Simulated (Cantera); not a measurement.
An isothermal, constant-pressure homogeneous reactor starts with CH4 : CO2 : H2 = 1 : 1.2 : 0.96 (molar parts), at 2100 K and 28.6 atm. Integrator tolerance rtol = 1e-08.

Computed with Cantera and GRI-Mech 3.0 (53 species, 325 reactions). The pressure lies above the range GRI-Mech 3.0 was tuned for (to about 10 atm).

### Question
What does this change do: temperature 2100 to 1325 K?

### Answer
```json
[
 {"quantity": "x(CH4) at 20.0 s", "before": "3.97e-5 (gas-phase equilibrium 4.33e-5)", "after": "0.290 (gas-phase equilibrium 0.0350)"},
 {"quantity": "x(CO2) at 20.0 s", "before": "0.00529 (gas-phase equilibrium 0.00529)", "after": "0.173 (gas-phase equilibrium 0.0232)"},
 {"quantity": "x(H2) at 20.0 s", "before": "0.540 (gas-phase equilibrium 0.540)", "after": "0.126 (gas-phase equilibrium 0.491)"},
 {"quantity": "x(C2H6) at 20.0 s", "before": "5.25e-11 (gas-phase equilibrium 6.20e-11)", "after": "0.00103 (gas-phase equilibrium 3.86e-6)"},
 {"quantity": "x(CH2O) at 20.0 s", "before": "2.66e-6 (gas-phase equilibrium 2.66e-6)", "after": "5.19e-7 (gas-phase equilibrium 2.63e-6)"},
 {"quantity": "x(CO) at 20.0 s", "before": "0.421 (gas-phase equilibrium 0.421)", "after": "0.204 (gas-phase equilibrium 0.398)"}
]
```
